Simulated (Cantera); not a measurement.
A closed system holds: 1 mol CO2, 0.08 mol SO2, held at 9100 Pa.

Equilibrium computed with Cantera from the NASA thermochemical tables; the gas is ideal and each condensed phase is pure. Candidate condensed phases: C, S; 22 gas species. Rates play no part.

Q: At 2300 K, list the 4 most abundant gas species with their mole fractions, and the condensed phases.

A: CO2 0.749, CO 0.119, SO2 0.0680, O2 0.0584. Condensed: gas only.
